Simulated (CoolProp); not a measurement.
Vapour-liquid equilibrium of cis-2-butene (1) + acetone (2) at 308.4 K; x and y are mole fractions of (1).

The numbers come from the multi-fluid Helmholtz-energy mixture model, Lemmon 2005 and Lemmon 2006; pair parameters Bell 2016 in CoolProp.

```json
[
 {"x": "0.05", "bubble pressure (kPa)": "79.99", "y at the bubble point": "0.431", "dew pressure at overall composition x (kPa)": "49.37", "liquid density (mol/L)": "13.15"},
 {"x": "0.2", "bubble pressure (kPa)": "156.8", "y at the bubble point": "0.740", "dew pressure at overall composition x (kPa)": "58.18", "liquid density (mol/L)": "12.68"},
 {"x": "0.35", "bubble pressure (kPa)": "204.1", "y at the bubble point": "0.820", "dew pressure at overall composition x (kPa)": "70.69", "liquid density (mol/L)": "12.24"},
 {"x": "0.5", "bubble pressure (kPa)": "232.2", "y at the bubble point": "0.858", "dew pressure at overall composition x (kPa)": "89.91", "liquid density (mol/L)": "11.82"},
 {"x": "0.65", "bubble pressure (kPa)": "251.4", "y at the bubble point": "0.886", "dew pressure at overall composition x (kPa)": "123.0", "liquid density (mol/L)": "11.44"},
 {"x": "0.8", "bubble pressure (kPa)": "269.0", "y at the bubble point": "0.918", "dew pressure at overall composition x (kPa)": "190.2", "liquid density (mol/L)": "11.10"},
 {"x": "0.95", "bubble pressure (kPa)": "287.6", "y at the bubble point": "0.972", "dew pressure at overall composition x (kPa)": "281.4", "liquid density (mol/L)": "10.83"}
]
```

No azeotrope shows between x = 0.05 and 0.95.

Pair parameters are fitted to limited data, so mixtures are less certain than the pure fluids. With so large a gap from Raoult's law the liquid may split in two, which this calculation doesn't test in full.
